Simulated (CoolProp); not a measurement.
Ethanol at 408.91 K and 1.08 MPa flows at 0.81 m/s in a round tube of 25 mm bore and 1.5 µm roughness, fully developed (64/Re and Nu = 3.66 if laminar; Colebrook and Gnielinski if turbulent). Each further row changes one setting.

Computed with CoolProp (reference Helmholtz-energy equation of state, Schroeder 2014).

```tsv
case	Reynolds number	Darcy friction factor	pressure drop (Pa/m)	heat-transfer coefficient (W/(m² K))	mass flow (kg/h)
as stated	66300	0.0199	175	2150	961
velocity 1.62 m/s	133000	0.0173	611	3930	1920
diameter 50 mm	133000	0.0172	75.6	1950	3840
```

Viscosity comes from a separate model (Kiselev 2005). Thermal conductivity comes from a separate model (Assael 2013).
